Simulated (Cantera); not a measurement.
Charge: 1 mol CO, 0.12 mol CO2, equilibrated at 2700 K and 0.110 bar.

Method: chemical equilibrium by Gibbs-energy minimisation in Cantera with the NASA 1993 tables (ideal gas, pure condensed phases). Candidate condensed phases: C; 12 gas species. Equilibrium is a limit: real reactors are often held back by kinetics, nucleation or transport.

Base state: CO 0.894, CO2 0.101, O 0.00363, O2 0.00111 (mole fractions); condensed: gas only.

Q: What changes in the equilibrium state with this change: CO2 from 0.12 to 0.093 mol?

A: 
| species | before | after |
|---|---|---|
| CO | 0.894 | 0.916 |
| CO2 | 0.101 | 0.0806 |
| O | 0.00363 | 0.00284 |
| O2 | 0.00111 | 0.000678 |
